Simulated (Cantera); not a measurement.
What does this Cantera script print?

```python
import numpy as np
import cantera as ct

gas_names = """
    CL CL2 H HCL H2 Si SiCL SiCL2 SiCL3 SiCL4 SiH SiHCL3 SiH2 SiH2CL2 SiH3 SiH3CL SiH4 Si2 Si3
""".split()
cond_names = """
    Si(cr) Si(L)
""".split()


# ... load() reads the species with a 1 bar reference pressure and builds the phases ...
atoms = {
    'SiHCl3': {'Si': 1, 'H': 1, 'CL': 3},
    'H2': {'H': 2},
}
top_T = {}  # K; cautious upper limits of use, not melting points


# ... equilibrate(T, P, feed) seeds the gas with the atoms and calls Mixture.equilibrate('TP', solver="vcs", rtol=1e-11, max_steps=5000) ...
results = []
feed = {'SiHCl3': 1, 'H2': 26}  # mol
T = 1498.15  # K
P = 79000  # Pa
mix = equilibrate(T, P, feed)
results.append((T, P, feed, dict(zip(mix.species_names, mix.species_moles))))
print(gas.report(threshold=0.0001))
for i in range(1, mix.n_phases):
    print(f"{mix.phase(i).name:16s} {mix.phase_moles(i):12.5e} mol")
```

It prints:

```
       temperature   1498.2 K
          pressure   79000 Pa
           density   0.039743 kg/m^3
  mean mol. weight   6.2665 kg/kmol
   phase of matter   gas

                          1 kg             1 kmol
                     ---------------   ---------------
          enthalpy        4.2366e+06        2.6549e+07  J
   internal energy        2.2489e+06        1.4093e+07  J
           entropy             30556        1.9148e+05  J/K
    Gibbs function       -4.1541e+07       -2.6032e+08  J
 heat capacity c_p            5287.1             33132  J/K
 heat capacity c_v            3960.3             24817  J/K

                      mass frac. Y      mole frac. X     chem. pot. / RT
                     ---------------   ---------------   ---------------
               HCL           0.37044          0.063672             -35.8
                H2           0.29506           0.91715           -18.921
             SiCL2           0.22391          0.014175            -57.26
             SiCL3          0.045297         0.0021115           -83.599
             SiCL4          0.027214         0.0010038           -109.94
            SiHCL3          0.032157         0.0014878            -93.06
           SiH2CL2          0.005647        0.00035036           -76.182
     [  +12 minor]        0.00028186        4.6435e-05

Si(cr)            4.65735e-01 mol
```

Equilibrium computed with Cantera from the NASA thermochemical tables; the gas is ideal and each condensed phase is pure. The tables' values for SiCl3 are old estimates; treat these amounts as uncertain.
